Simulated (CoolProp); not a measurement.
Model: reference Helmholtz-energy equation of state, Lemmon 2006, in CoolProp. It is a short technical equation, of lower accuracy than the large ones.

Question: For nitrous oxide, give the phase and the Z, isothermal compressibility (1/MPa) at 267.7 K and 1090 kPa; 267.7 K and 6520 kPa.

Answer: 
- 267.7 K and 1090 kPa: gas; Z 0.912, isothermal compressibility 1.01
- 267.7 K and 6520 kPa: liquid; Z 0.135, isothermal compressibility 0.00560
